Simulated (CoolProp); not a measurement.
A single-stage vapour-compression cycle with CH2F2 (R32): evaporating at 231.15 K (dew point), condensing at 273.15 K (bubble point), superheat 0 K, subcooling 2 K, compressor efficiency 0.9, no pressure losses. Each further row changes one setting.

Values from CoolProp's reference Helmholtz-energy equation of state, Tillner-Roth 1997.

```
case                              cooling COP  pressure ratio  discharge temperature (K)  refrigerating effect (kJ/kg)  volumetric capacity (kJ/m³)
--------------------------------  -----------  --------------  -------------------------  ----------------------------  ---------------------------
as stated                                4.15            5.02                      328.8                           305                         1410
evaporating temperature 236.15 K         4.92            4.01                      320.0                           ___                         1760
condensing temperature 268.15 K          4.82             ___                      317.9                           313                         1450
subcooling 7 K                           4.26            5.02                      328.8                           313                         1450
superheat 10 K                           4.05            5.02                      341.8                           314                         1380
compressor efficiency 0.8                3.69            5.02                        ___                           305                         1410
```

Q: What belongs in the gaps?

A: 
- evaporating temperature 236.15 K, refrigerating effect (kJ/kg): 307
- condensing temperature 268.15 K, pressure ratio: 4.27
- compressor efficiency 0.8, discharge temperature (K): 338.0
